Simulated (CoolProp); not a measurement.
Vapour-liquid equilibrium of dimethyl ether (1) + 1-butene (2) at 312.6 K; x and y are mole fractions of (1).

Values from CoolProp's multi-fluid Helmholtz-energy mixture model, Wu 2011 and Lemmon 2005; pair parameters Bell 2016.

```json
[
 {"x": "0.05", "bubble pressure (MPa)": "[?]", "y at the bubble point": "0.100", "dew pressure at overall composition x (MPa)": "0.4649", "liquid density (mol/L)": "10.28"},
 {"x": "0.125", "bubble pressure (MPa)": "[?]", "y at the bubble point": "0.228", "dew pressure at overall composition x (MPa)": "0.4879", "liquid density (mol/L)": "10.48"},
 {"x": "0.2", "bubble pressure (MPa)": "0.5625", "y at the bubble point": "0.334", "dew pressure at overall composition x (MPa)": "0.5127", "liquid density (mol/L)": "10.70"},
 {"x": "0.275", "bubble pressure (MPa)": "0.6004", "y at the bubble point": "0.425", "dew pressure at overall composition x (MPa)": "0.5397", "liquid density (mol/L)": "10.92"},
 {"x": "0.35", "bubble pressure (MPa)": "[?]", "y at the bubble point": "0.505", "dew pressure at overall composition x (MPa)": "0.5688", "liquid density (mol/L)": "11.15"},
 {"x": "0.425", "bubble pressure (MPa)": "0.6699", "y at the bubble point": "0.575", "dew pressure at overall composition x (MPa)": "0.6003", "liquid density (mol/L)": "11.40"},
 {"x": "0.5", "bubble pressure (MPa)": "0.7019", "y at the bubble point": "0.639", "dew pressure at overall composition x (MPa)": "0.6340", "liquid density (mol/L)": "11.66"},
 {"x": "0.575", "bubble pressure (MPa)": "[?]", "y at the bubble point": "0.699", "dew pressure at overall composition x (MPa)": "0.6698", "liquid density (mol/L)": "11.93"},
 {"x": "0.65", "bubble pressure (MPa)": "0.7609", "y at the bubble point": "0.754", "dew pressure at overall composition x (MPa)": "0.7073", "liquid density (mol/L)": "12.22"},
 {"x": "0.725", "bubble pressure (MPa)": "0.7882", "y at the bubble point": "0.808", "dew pressure at overall composition x (MPa)": "[?]", "liquid density (mol/L)": "12.53"},
 {"x": "0.8", "bubble pressure (MPa)": "0.8141", "y at the bubble point": "0.860", "dew pressure at overall composition x (MPa)": "0.7843", "liquid density (mol/L)": "12.85"},
 {"x": "0.875", "bubble pressure (MPa)": "0.8388", "y at the bubble point": "0.912", "dew pressure at overall composition x (MPa)": "0.8215", "liquid density (mol/L)": "13.20"},
 {"x": "0.95", "bubble pressure (MPa)": "0.8622", "y at the bubble point": "0.964", "dew pressure at overall composition x (MPa)": "0.8561", "liquid density (mol/L)": "[?]"}
]
```

Question: Some entries are withheld; supply them.

Answer: 
- 0.05, bubble pressure (MPa): 0.4801
- 0.125, bubble pressure (MPa): 0.5225
- 0.35, bubble pressure (MPa): 0.6361
- 0.575, bubble pressure (MPa): 0.7322
- 0.725, dew pressure at overall composition x (MPa): 0.7458
- 0.95, liquid density (mol/L): 13.57

No azeotrope shows between x = 0.05 and 0.95.

Pair parameters are fitted to limited data, so mixtures are less certain than the pure fluids.
